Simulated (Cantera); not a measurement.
**Carbothermic reduction: Ta2O5 + C + H2**

A closed system holds: 1 mol Ta2O5, 1.2 mol C, 1.7 mol H2, equilibrated at 0.133 bar.

Cantera equilibrium calculation (NASA polynomials, part measured and part estimated; ideal gas, pure solids and liquids). Candidate condensed phases: C, C6H6, C7H8, C8H18, H2O, Ta, TaC, Ta2O5; 113 gas species. Mutual solubility and eutectic melting of coexisting phases are not modelled. TaC: taken at fixed stoichiometry. Condensed phases not in the tables: Ta2C. The numbers say what is thermodynamically allowed, not how fast it happens.

From 750 °C to 900 °C the condensed part is C(graphite) + TaC(s) + Ta2O5(s). From 950 °C to 1200 °C the condensed part is TaC(s) + Ta2O5(s).

```csv
T (°C),log p H2,log p CO,log p CH4,log p H2O,log p CO2,log p H,log p C2H4,n C(graphite),n TaC(s),n Ta2O5(s)
750,-0.88,-3.09,-2.89,-4.53,-6.62,-8.82,-7.95,1.17,0.00430,0.998
800,-0.89,-2.53,-3.11,-4.30,-5.91,-8.30,-7.87,1.14,0.0157,0.992
850,-0.91,-2.02,-3.35,-4.11,-5.26,-7.83,-7.83,1.01,0.0529,0.974
900,-0.98,-1.55,-3.67,-3.98,-4.66,-7.42,-7.90,0.567,0.180,0.910
950,-1.05,-1.35,-4.14,-3.94,-4.40,-7.05,-8.29,0,0.343,0.828
1000,-1.05,-1.35,-4.57,-3.89,-4.41,-6.67,-8.79,0,0.344,0.828
1050,-1.05,-1.35,-4.97,-3.84,-4.41,-6.33,-9.25,0,0.344,0.828
1100,-1.05,-1.35,-5.34,-3.80,-4.41,-6.00,-9.67,0,0.344,0.828
1150,-1.05,-1.35,-5.68,-3.76,-4.42,-5.70,-10.07,0,0.344,0.828
1200,-1.05,-1.35,-5.99,-3.73,-4.42,-5.42,-10.43,0,0.344,0.828
```
log p: log10 of the partial pressure in bar; n: condensed amount in mol.
